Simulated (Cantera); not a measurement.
## Stirred combustor or abatement burner

A perfectly stirred reactor is fed with CH₄ : O₂ : N₂ = 1 : 1.18 : 4.42 (molar parts), equivalence ratio 1.7, at 3830 Torr; it is adiabatic with a 523 K inlet, and is followed from long to short residence time, starting on the burning branch (τ in s: 0.3, 0.1, 0.034, 0.011, 0.0038, 0.0013, 0.00043, 0.00014, 4.9e-05).

Cantera simulation using GRI-Mech 3.0 (53 species, 325 reactions); the numbers are that mechanism's predictions, not measurements.

```csv
τ (s),T (K),x CH₄,x O₂,x N₂O,x CH₂,x CO₂
0.30,1939,0.00185,4.53e-5,8.19e-10,1.01e-7,0.0320
0.10,1947,0.00327,0.000125,9.66e-10,2.41e-7,0.0329
0.034,1957,0.00507,0.000328,1.26e-9,5.53e-7,0.0341
0.011,1965,0.00731,0.000874,2.15e-9,1.28e-6,0.0352
0.0038,1965,0.00981,0.00215,4.33e-9,2.66e-6,0.0356
0.0013,1944,0.0132,0.00539,1.02e-8,4.87e-6,0.0341
0.00043,1827,0.0227,0.0193,3.84e-8,4.79e-6,0.0263
0.00014,523,0.152,0.179,<1e-12,<1e-12,<1e-12
4.9e-5,523,0.152,0.179,<1e-12,<1e-12,<1e-12
```
x: mole fraction; the columns are a selection and need not sum to one.
